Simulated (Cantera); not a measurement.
An adiabatic, constant-volume homogeneous reactor starts with CH4 : O2 : N2 = 1 : 1.67 : 6.27 (molar parts), equivalence ratio 1.2, at 1548 K and 6980 Torr. Integrator tolerance rtol = 1e-08.

Detailed kinetics in Cantera: GRI-Mech 3.0 (53 species, 325 reactions). Above 3000 K some thermodynamic fits are extrapolated.

```tsv
quantity	before	after
time of steepest temperature rise	0.128 ms	93.7 ms
temperature at 5.00 s	3153 K	2938 K
equilibrium temperature	3153 K	2938 K
x(CH4) at 5.00 s	2.32e-12 (gas-phase equilibrium 2.80e-12)	3.25e-12 (gas-phase equilibrium 3.81e-12)
x(O2) at 5.00 s	0.00625 (gas-phase equilibrium 0.00625)	0.00212 (gas-phase equilibrium 0.00212)
x(C2H6) at 5.00 s	<1e-12 (gas-phase equilibrium <1e-12)	<1e-12 (gas-phase equilibrium <1e-12)
x(NO) at 5.00 s	0.00898 (gas-phase equilibrium 0.00898)	0.00410 (gas-phase equilibrium 0.00410)
x(H2O) at 5.00 s	0.162 (gas-phase equilibrium 0.162)	0.180 (gas-phase equilibrium 0.180)
x(CH3) at 5.00 s	1.06e-11 (gas-phase equilibrium 1.28e-11)	7.79e-12 (gas-phase equilibrium 9.13e-12)
```

Task: What was changed between the two runs?
(A) pressure from 6980 Torr to 3750 Torr
(B) initial temperature 1548 to 1000 K
(C) initial temperature 1548 to 1273 K
(D) pressure from 6980 Torr to 7430 Torr

Result: B, initial temperature 1548 to 1000 K
